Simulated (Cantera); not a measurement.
Feed: 1 mol SiH₂Cl₂, 4.2 mol H₂, at 1250 K and 66.8 Torr.

These are equilibrium values from Cantera (NASA tables, ideal gas, pure condensed phases), not measurements of a reactor. Candidate condensed phases: Si; 19 gas species. The tables' values for SiCl₃ are old estimates; treat these amounts as uncertain. The numbers say what is thermodynamically allowed, not how fast it happens.

Question: What is the equilibrium state?

Answer: 
- x(H₂) = 0.835
- x(HCl) = 0.0845
- x(SiCl₄) = 0.0356
- x(SiCl₂) = 0.0215
- x(SiHCl₃) = 0.0125
- x(SiCl₃) = 0.0104
- x(SiH₂Cl₂) = 0.000599
- x(SiH₃Cl) = 7.95e-6
- x(H) = 1.48e-6
- n(Si(s)) = 0.526 mol
- gas amount = 5.883 mol
